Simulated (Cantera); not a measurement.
Premixed flame

A freely propagating, adiabatic, planar premixed flame of 8.01 % CH4, 4.65 % CO, 18.3 % O2, 69.0 % N2, unburnt at 473 K and 140000 Pa; mixture-averaged transport, grid criteria slope 0.08 and curve 0.16, no radiation.

Cantera simulation using GRI-Mech 3.0 (53 species, 325 reactions); the numbers are that mechanism's predictions, not measurements. Burning velocities carry a grid error of a few per cent, more on coarse grids.

```json
[
 {"z (mm)": "-0.801", "T (K)": "473", "u (m/s)": "0.860", "x CH4": "0.0801", "x CO": "0.0465", "x O2": "0.183", "x O": "<1e-8", "x C2H": "<1e-8", "x C2H4": "<1e-8"},
 {"z (mm)": "-0.534", "T (K)": "474", "u (m/s)": "0.862", "x CH4": "0.0799", "x CO": "0.0464", "x O2": "0.183", "x O": "<1e-8", "x C2H": "<1e-8", "x C2H4": "3.37e-8"},
 {"z (mm)": "-0.401", "T (K)": "478", "u (m/s)": "0.871", "x CH4": "0.0796", "x CO": "0.0464", "x O2": "0.183", "x O": "<1e-8", "x C2H": "<1e-8", "x C2H4": "3.43e-7"},
 {"z (mm)": "-0.267", "T (K)": "518", "u (m/s)": "0.947", "x CH4": "0.0771", "x CO": "0.0467", "x O2": "0.180", "x O": "5.13e-8", "x C2H": "<1e-8", "x C2H4": "5.18e-6"},
 {"z (mm)": "-0.134", "T (K)": "875", "u (m/s)": "1.62", "x CH4": "0.0578", "x CO": "0.0529", "x O2": "0.153", "x O": "9.40e-6", "x C2H": "<1e-8", "x C2H4": "0.000100"},
 {"z (mm)": "-0.0668", "T (K)": "1302", "u (m/s)": "2.43", "x CH4": "0.0328", "x CO": "0.0633", "x O2": "0.115", "x O": "0.000135", "x C2H": "<1e-8", "x C2H4": "0.000256"},
 {"z (mm)": "0", "T (K)": "1710", "u (m/s)": "3.20", "x CH4": "0.00776", "x CO": "0.0724", "x O2": "0.0679", "x O": "0.00110", "x C2H": "8.03e-8", "x C2H4": "0.000178"},
 {"z (mm)": "0.0668", "T (K)": "1879", "u (m/s)": "3.50", "x CH4": "0.000515", "x CO": "0.0643", "x O2": "0.0401", "x O": "0.00350", "x C2H": "4.99e-8", "x C2H4": "8.24e-6"},
 {"z (mm)": "0.134", "T (K)": "1937", "u (m/s)": "3.59", "x CH4": "1.74e-5", "x CO": "0.0522", "x O2": "0.0302", "x O": "0.00457", "x C2H": "<1e-8", "x C2H4": "9.34e-8"},
 {"z (mm)": "0.267", "T (K)": "2006", "u (m/s)": "3.69", "x CH4": "3.98e-8", "x CO": "0.0403", "x O2": "0.0242", "x O": "0.00436", "x C2H": "<1e-8", "x C2H4": "<1e-8"},
 {"z (mm)": "0.534", "T (K)": "2090", "u (m/s)": "3.82", "x CH4": "<1e-8", "x CO": "0.0338", "x O2": "0.0204", "x O": "0.00336", "x C2H": "<1e-8", "x C2H4": "<1e-8"},
 {"z (mm)": "1.07", "T (K)": "2177", "u (m/s)": "3.96", "x CH4": "<1e-8", "x CO": "0.0292", "x O2": "0.0170", "x O": "0.00222", "x C2H": "<1e-8", "x C2H4": "<1e-8"},
 {"z (mm)": "2.14", "T (K)": "2251", "u (m/s)": "4.07", "x CH4": "<1e-8", "x CO": "0.0243", "x O2": "0.0137", "x O": "0.00137", "x C2H": "<1e-8", "x C2H4": "<1e-8"}
]
```
x: mole fraction of selected species; z is measured from the peak of heat release.

```yaml
laminar_burning_velocity: 85.9 cm/s
thermal_thickness: 0.267 mm
peak x(O): 0.00464
peak x(C2H): 1.15e-7
peak x(C2H4): 0.000290
grid_points: 146
```
